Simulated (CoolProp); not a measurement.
Vapour-liquid equilibrium of m-xylene (1) + n-decane (2) at 863 kPa; x and y are mole fractions of (1).

The numbers come from the multi-fluid Helmholtz-energy mixture model, Zhou 2012 and Lemmon 2006; pair parameters Bell 2016 in CoolProp.

### Question
Give the bubble temperature and the first vapour's composition at x = 0.05, 0.2, 0.95. Is there an azeotrope?

### Answer
x = 0.05: 279.9 °C, y = 0.075; x = 0.2: 272.6 °C, y = 0.280; x = 0.95: 243.4 °C, y = 0.970. No azeotrope shows between x = 0.05 and 0.95.

The pair parameters rest on a limited set of measurements; away from them the model extrapolates.
